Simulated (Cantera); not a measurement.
Input: 1 mol Si2H6, 0.42 mol O3, 0.24 mol H2, held at 1.00 bar.

Equilibrium computed with Cantera from the NASA thermochemical tables; the gas is ideal and each condensed phase is pure. Candidate condensed phases: H2O, Si, SiO2; 18 gas species. The feed counts by its element totals alone. Each liquid is taken as pure. Mutual solubility and eutectic melting of coexisting phases are not modelled. The tables hold silica as quartz up to 1696 K and as liquid above; real silica turns to tridymite and cristobalite and melts near 1996 K. Gases not in the tables: Si2H6 and higher silanes. Equilibrium is a limit: real reactors are often held back by kinetics, nucleation or transport.

Q: Which condensed phases are stable at each of these points (T (°C)): 875, 925, 975, 1025, 1075, 1125, 1175, 1225, 1275, 1325, 1375, 1425, 1475?

A: 
```tsv
T (°C)	condensed phases	Si condensed (%)
875	Si(s) + SiO2(β-quartz)	100.0
925	Si(s) + SiO2(β-quartz)	100.0
975	Si(s) + SiO2(β-quartz)	100.0
1025	Si(s) + SiO2(β-quartz)	100.0
1075	Si(s) + SiO2(β-quartz)	100.0
1125	Si(s) + SiO2(β-quartz)	100.0
1175	Si(s) + SiO2(β-quartz)	100.0
1225	Si(s) + SiO2(β-quartz)	99.9
1275	Si(s) + SiO2(β-quartz)	99.8
1325	Si(s) + SiO2(β-quartz)	99.6
1375	Si(s) + SiO2(β-quartz)	99.0
1425	Si(l) + SiO2(condensed)	98.0
1475	Si(l) + SiO2(condensed)	96.2
```

From 875 °C to 1375 °C the condensed part is Si(s) + SiO2(β-quartz). From 1425 °C to 1475 °C the condensed part is Si(l) + SiO2(condensed).
